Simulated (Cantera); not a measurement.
# Reactions in the system C-Cu-H-O

Standard-state values (1 bar) from the NASA 1993 polynomials, evaluated with Cantera. Values are per mole of reaction as written; species without (g) are pure solids or liquids, kept so even where they would boil at 1 bar.

2 Cu(OH)₂ + CO₂(g) ⇌ Cu₂O + CH₃OH(g) + 2 O₂(g)

```json
[
 {"T (K)": "1223", "ΔH° (kJ)": "870.7", "ΔS° (J/K)": "230.6", "ΔG° (kJ)": "588.7", "log10 K": "-25.14"},
 {"T (K)": "1273", "ΔH° (kJ)": "868.6", "ΔS° (J/K)": "228.9", "ΔG° (kJ)": "577.2", "log10 K": "-23.69"},
 {"T (K)": "1323", "ΔH° (kJ)": "866.6", "ΔS° (J/K)": "227.3", "ΔG° (kJ)": "565.8", "log10 K": "-22.34"},
 {"T (K)": "1373", "ΔH° (kJ)": "864.7", "ΔS° (J/K)": "225.9", "ΔG° (kJ)": "554.5", "log10 K": "-21.10"},
 {"T (K)": "1423", "ΔH° (kJ)": "863.0", "ΔS° (J/K)": "224.7", "ΔG° (kJ)": "543.2", "log10 K": "-19.94"},
 {"T (K)": "1473", "ΔH° (kJ)": "861.4", "ΔS° (J/K)": "223.6", "ΔG° (kJ)": "532.0", "log10 K": "-18.87"}
]
```
